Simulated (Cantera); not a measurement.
# Low-pressure radical oxidation in H2/O2

An isothermal, constant-pressure homogeneous reactor starts with 2.58 % H2, 19.9 % O2, 77.5 % N2, at 1050 K and 0.0133 bar.

Detailed kinetics in Cantera: the H2/O2 subset of GRI-Mech 3.0, which has no nitrogen chemistry. Radical loss at walls, strong at low pressure, is not modelled.

```
t (s)         x H2   x O2       x H     x HO2     x H2O      x OH       x O
--------  --------  -----  --------  --------  --------  --------  --------
1.00e-6     0.0258  0.199    <1e-12    <1e-12    <1e-12    <1e-12    <1e-12
7.04e-6     0.0258  0.199  1.28e-12  1.29e-12    <1e-12    <1e-12    <1e-12
4.96e-5     0.0258  0.199  8.67e-12  9.09e-12    <1e-12    <1e-12    <1e-12
0.000349    0.0258  0.199  5.56e-11  6.42e-11  1.05e-11  1.32e-11  1.87e-11
0.00246     0.0258  0.199   1.75e-9  4.75e-10   2.82e-9  7.27e-10   1.50e-9
0.0173     0.00389  0.186   0.00877   1.40e-6    0.0169   0.00133   0.00683
0.122     0.000260  0.187   0.00126   1.14e-6    0.0250  0.000476   0.00294
0.859      7.08e-6  0.188   5.49e-6   2.58e-7    0.0261   7.63e-5   8.08e-5
6.05       1.96e-7  0.188   2.86e-8   1.59e-8    0.0262   1.33e-5   2.42e-6
42.6       1.38e-8  0.188  5.78e-10   1.39e-9    0.0262   3.62e-6   1.80e-7
300        1.53e-9  0.188  2.21e-11  2.67e-10    0.0262   1.22e-6   2.04e-8
```
x: mole fraction; the columns are a selection and need not sum to one.

Equilibrium at this temperature and pressure: H2 1.90e-10, O2 0.188, H <1e-12, HO2 3.20e-10, H2O 0.0262, OH 4.29e-7, O 2.53e-9 (gas phase only).
